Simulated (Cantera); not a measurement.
**Reactions in the system H-N-O-V**

Standard-state values (1 bar) from the NASA 1993 polynomials, evaluated with Cantera. Values are per mole of reaction as written; species without (g) are pure solids or liquids, kept so even where they would boil at 1 bar.

4 NH3(g) + 3 V2O5 → 4 N(g) + 6 H2O(g) + 3 V2O3

```json
[
 {"T (K)": "300", "ΔH° (kJ)": "1619.1", "ΔS° (J/K)": "878.3", "ΔG° (kJ)": "1355.6", "log10 K": "-236.03"},
 {"T (K)": "475", "ΔH° (kJ)": "1625.9", "ΔS° (J/K)": "897.0", "ΔG° (kJ)": "1199.8", "log10 K": "-131.94"},
 {"T (K)": "500", "ΔH° (kJ)": "1626.3", "ΔS° (J/K)": "897.7", "ΔG° (kJ)": "1177.4", "log10 K": "-123.00"},
 {"T (K)": "525", "ΔH° (kJ)": "1626.5", "ΔS° (J/K)": "898.2", "ΔG° (kJ)": "1155.0", "log10 K": "-114.91"},
 {"T (K)": "550", "ΔH° (kJ)": "1626.7", "ΔS° (J/K)": "898.5", "ΔG° (kJ)": "1132.5", "log10 K": "-107.55"},
 {"T (K)": "575", "ΔH° (kJ)": "1626.7", "ΔS° (J/K)": "898.6", "ΔG° (kJ)": "1110.0", "log10 K": "-100.84"},
 {"T (K)": "600", "ΔH° (kJ)": "1626.7", "ΔS° (J/K)": "898.6", "ΔG° (kJ)": "1087.6", "log10 K": "-94.68"},
 {"T (K)": "625", "ΔH° (kJ)": "1626.6", "ΔS° (J/K)": "898.4", "ΔG° (kJ)": "1065.1", "log10 K": "-89.01"},
 {"T (K)": "650", "ΔH° (kJ)": "1626.4", "ΔS° (J/K)": "898.1", "ΔG° (kJ)": "1042.7", "log10 K": "-83.79"},
 {"T (K)": "675", "ΔH° (kJ)": "1626.1", "ΔS° (J/K)": "897.7", "ΔG° (kJ)": "1020.2", "log10 K": "-78.95"},
 {"T (K)": "700", "ΔH° (kJ)": "1625.8", "ΔS° (J/K)": "897.2", "ΔG° (kJ)": "997.8", "log10 K": "-74.45"}
]
```
